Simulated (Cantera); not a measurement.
**Gas activation for diamond growth**

A perfectly stirred reactor is fed with 1.46 % CH4, 97.2 % H2, 1.36 % H, at 0.0365 atm; it is held at 1600 K, and followed from long to short residence time.

Model: GRI-Mech 3.0 (53 species, 325 reactions), integrated in Cantera. GRI-Mech 3.0 stops at C3 and has no aromatics, soot or wall deposition, so with more carbon than oxygen in the feed, carbon stays in small species such as C2H2 where larger ones or solid carbon would form. Radical loss at walls, strong at low pressure, is not modelled.

```
τ (s)      x CH4   x H2       x H     x CH3   x C2H4   x C2H6    x CH2
-------  -------  -----  --------  --------  -------  -------  -------
5.2      0.00802  0.988  0.000382   6.29e-5  1.73e-5  2.49e-7  2.22e-8
1.0      0.00992  0.987  0.000601  0.000122  1.91e-5  6.62e-7  6.62e-8
0.21      0.0109  0.986   0.00110  0.000246  2.65e-5  1.56e-6  2.33e-7
0.043     0.0116  0.985   0.00212  0.000504  3.93e-5  3.41e-6  8.45e-7
0.0087    0.0119  0.982   0.00399  0.000972  5.67e-5  6.55e-6  2.64e-6
0.0018    0.0120  0.979   0.00671   0.00162  7.21e-5  1.04e-5  6.08e-6
0.00036   0.0120  0.976   0.00942   0.00216  6.18e-5  1.23e-5  9.45e-6
```
x: mole fraction; the columns are a selection and need not sum to one.
